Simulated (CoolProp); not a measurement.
A single-stage vapour-compression cycle with hydrogen sulfide: evaporating at 272.15 K (dew point), condensing at 340.15 K (bubble point), superheat 5 K, subcooling 0 K, compressor efficiency 0.8, no pressure losses. Each further row changes one setting.

The numbers come from the reference Helmholtz-energy equation of state, Lemmon 2006 in CoolProp. It is a short technical equation, of lower accuracy than the large ones.

```json
[
 {"case": "as stated", "cooling COP": "2.11", "pressure ratio": "4.98", "discharge temperature (K)": "439.7", "refrigerating effect (kJ/kg)": "310", "volumetric capacity (kJ/m³)": "5140"},
 {"case": "evaporating temperature 277.15 K", "cooling COP": "2.37", "pressure ratio": "4.31", "discharge temperature (K)": "429.9", "refrigerating effect (kJ/kg)": "312", "volumetric capacity (kJ/m³)": "?"},
 {"case": "condensing temperature 335.15 K", "cooling COP": "2.38", "pressure ratio": "?", "discharge temperature (K)": "?", "refrigerating effect (kJ/kg)": "324", "volumetric capacity (kJ/m³)": "?"},
 {"case": "subcooling 5 K", "cooling COP": "2.21", "pressure ratio": "4.98", "discharge temperature (K)": "439.7", "refrigerating effect (kJ/kg)": "325", "volumetric capacity (kJ/m³)": "?"},
 {"case": "superheat 15 K", "cooling COP": "2.09", "pressure ratio": "4.98", "discharge temperature (K)": "?", "refrigerating effect (kJ/kg)": "322", "volumetric capacity (kJ/m³)": "5080"},
 {"case": "compressor efficiency 0.7", "cooling COP": "1.85", "pressure ratio": "4.98", "discharge temperature (K)": "456.1", "refrigerating effect (kJ/kg)": "310", "volumetric capacity (kJ/m³)": "5140"}
]
```

Fill in the missing entries.


- evaporating temperature 277.15 K, volumetric capacity (kJ/m³): 5950
- condensing temperature 335.15 K, pressure ratio: 4.52
- condensing temperature 335.15 K, discharge temperature (K): 428.1
- condensing temperature 335.15 K, volumetric capacity (kJ/m³): 5370
- subcooling 5 K, volumetric capacity (kJ/m³): 5380
- superheat 15 K, discharge temperature (K): 455.1
